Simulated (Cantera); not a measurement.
A Cantera script and what it prints.

```python
import numpy as np
import cantera as ct

gas_names = """
    CL CLO CL2 O O2 O3 Si SiCL SiCL2 SiCL3 SiCL4 SiO SiO2 Si2 Si3 Ti TiCL TiCL2 TiCL3 TiCL4 TiO TiOCL
    TiOCL2 TiO2
""".split()
cond_names = """
    Si(cr) Si(L) SiO2(Lqz) SiO2(hqz) SiO2(L) Ti(a) Ti(b) Ti(L) TiCL2(s) TiCL3(s) TiCL4(L) TiO(a) TiO(b)
    TiO(L) TiO2(ru) TiO2(L) Ti2O3(a) Ti2O3(b) Ti2O3(L) Ti3O5(a) Ti3O5(b) Ti3O5(L) Ti4O7(s) Ti4O7(L)
""".split()


# ... load() reads the species with a 1 bar reference pressure and builds the phases ...
atoms = {
    'TiO2': {'Ti': 1, 'O': 2},
    'SiCl4': {'Si': 1, 'CL': 4},
    'O2': {'O': 2},
}
top_T = {'TiCL2(s)': 1300, 'TiCL3(s)': 1000}  # K; cautious upper limits of use, not melting points


# ... equilibrate(T, P, feed) seeds the gas with the atoms and calls Mixture.equilibrate('TP', solver="vcs", rtol=1e-11, max_steps=5000) ...
results = []
feed = {'TiO2': 1, 'SiCl4': 1.5, 'O2': 0.97}  # mol
P = 20000  # Pa
for T in [800, 900, 1000, 1100, 1200, 1300, 1400, 1500, 1600, 1700, 1800]:
    mix = equilibrate(T, P, feed)
    results.append((T, P, feed, dict(zip(mix.species_names, mix.species_moles))))
    x = sorted(zip(gas.X, gas.species_names), reverse=True)
    print(f"T = {T:g} K  P = {P:g} Pa  gas = {mix.phase_moles(0):.4g} mol")
    print("   x: " + "  ".join(f"{s} {v:.3e}" for v, s in x if v > 0.001))
    print("   condensed (mol): " + ("  ".join(f"{mix.phase(i).name} {mix.phase_moles(i):.4g}"
          for i in range(1, mix.n_phases) if mix.phase_moles(i) > 1e-12) or "none"))
```

It prints:

```
T = 800 K  P = 20000 Pa  gas = 2.47 mol
   x: CL2 7.854e-01  TiCL4 2.146e-01
   condensed (mol): SiO2(Lqz) 1.5  TiO2(ru) 0.47
T = 900 K  P = 20000 Pa  gas = 2.47 mol
   x: CL2 7.853e-01  TiCL4 2.146e-01
   condensed (mol): SiO2(hqz) 1.5  TiO2(ru) 0.47
T = 1000 K  P = 20000 Pa  gas = 2.471 mol
   x: CL2 7.847e-01  TiCL4 2.145e-01
   condensed (mol): SiO2(hqz) 1.5  TiO2(ru) 0.47
T = 1100 K  P = 20000 Pa  gas = 2.474 mol
   x: CL2 7.827e-01  TiCL4 2.142e-01  CL 2.998e-03
   condensed (mol): SiO2(hqz) 1.5  TiO2(ru) 0.4701
T = 1200 K  P = 20000 Pa  gas = 2.482 mol
   x: CL2 7.770e-01  TiCL4 2.136e-01  CL 9.315e-03
   condensed (mol): SiO2(hqz) 1.5  TiO2(ru) 0.47
T = 1300 K  P = 20000 Pa  gas = 2.5 mol
   x: CL2 7.634e-01  TiCL4 2.121e-01  CL 2.424e-02
   condensed (mol): SiO2(hqz) 1.5  TiO2(ru) 0.4697
T = 1400 K  P = 20000 Pa  gas = 2.539 mol
   x: CL2 7.355e-01  TiCL4 2.092e-01  CL 5.451e-02
   condensed (mol): SiO2(hqz) 1.5  TiO2(ru) 0.4689
T = 1500 K  P = 20000 Pa  gas = 2.611 mol
   x: CL2 6.859e-01  TiCL4 2.041e-01  CL 1.082e-01  O2 1.443e-03
   condensed (mol): SiO2(hqz) 1.499  TiO2(ru) 0.4668
T = 1600 K  P = 20000 Pa  gas = 2.732 mol
   x: CL2 6.085e-01  TiCL4 1.964e-01  CL 1.917e-01  O2 2.808e-03
   condensed (mol): SiO2(hqz) 1.499  TiO2(ru) 0.463
T = 1700 K  P = 20000 Pa  gas = 2.915 mol
   x: CL2 5.041e-01  CL 3.050e-01  TiCL4 1.854e-01  O2 4.368e-03
   condensed (mol): SiO2(L) 1.499  TiO2(ru) 0.4579
T = 1800 K  P = 20000 Pa  gas = 3.165 mol
   x: CL 4.375e-01  CL2 3.835e-01  TiCL4 1.712e-01  O2 5.362e-03
   condensed (mol): SiO2(L) 1.498  TiO2(ru) 0.453
```

Equilibrium computed with Cantera from the NASA thermochemical tables; the gas is ideal and each condensed phase is pure. Mutual solubility and eutectic melting of coexisting phases are not modelled. The tables hold silica as quartz up to 1696 K and as liquid above; real silica turns to tridymite and cristobalite and melts near 1996 K. Condensed phases not in the tables: TiOCl, alloys, solid solutions and most ternary compounds.
